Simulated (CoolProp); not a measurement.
Vapour-liquid equilibrium of propane (1) + isobutane (2) at 337.3 K; x and y are mole fractions of (1).

Computed with CoolProp (multi-fluid Helmholtz-energy mixture model, Lemmon 2009 and Bücker 2006; pair parameters Kunz 2012).

Problem. Give the bubble pressure and the first vapour's composition at x = 0.35, 0.65, 0.875. Is there an azeotrope?

Solution. x = 0.35: 1.369 MPa, y = 0.497; x = 0.65: 1.762 MPa, y = 0.769; x = 0.875: 2.098 MPa, y = 0.925. No azeotrope shows between x = 0.05 and 0.95.

The pair parameters rest on a limited set of measurements; away from them the model extrapolates.
